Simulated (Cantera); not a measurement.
A closed system holds: 1 mol Si3N4, 0.12 mol CO2, 40 mol N2, at 1525 °C and 30.0 Pa.

Method: chemical equilibrium by Gibbs-energy minimisation in Cantera with the NASA 1993 tables (ideal gas, pure condensed phases). Candidate condensed phases: C, Si, SiC, SiO2, Si2N2O, Si3N4; 34 gas species. Mutual solubility and eutectic melting of coexisting phases are not modelled. The tables' values for SiN are old estimates; treat these amounts as uncertain. Kinetics and transport are ignored.

Base state: N2 0.984, Si 0.0103, SiO 0.00510, CO 0.000526, Si2N 0.000127, Si2C 0.000108, SiN 7.88e-5, Si2 6.19e-5 (mole fractions); condensed: Si(l) + SiC(s).

**Question.** What changes in the equilibrium state with this change: N2 from 40 to 600 mol?

**Answer.** 
```
species       before     after
-----------  -------  --------
N2             0.984     0.995
Si            0.0103   0.00449
SiO          0.00510  0.000257
Si3          1.48e-5   1.22e-6
Si2          6.19e-5   1.17e-5
Si(l), mol      2.22         0
SiC(s), mol   0.0929   0.00655
```
